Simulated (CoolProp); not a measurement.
A simple Rankine cycle with R134a: condensing at 298.15 K, boiler at 3.11 MPa, turbine inlet 376.2 K, turbine efficiency 0.75, pump efficiency 0.6, no recuperator. Each further row changes one setting.

The numbers come from the reference Helmholtz-energy equation of state, Tillner-Roth 1994 in CoolProp.

```csv
case,thermal efficiency (%),net work (kJ/kg),heat in (kJ/kg),turbine exit temperature (K),volume ratio over the turbine
as stated,9.8,21.4,218,316.5,5.30
turbine inlet 396.2 K,10.2,25.0,246,341.6,4.98
condensing temperature 290.15 K,11.0,25.3,229,309.5,6.77
boiler pressure 2.18 MPa,8.3,19.5,235,336.0,3.40
turbine efficiency 0.65,8.3,18.1,218,319.9,5.39
```
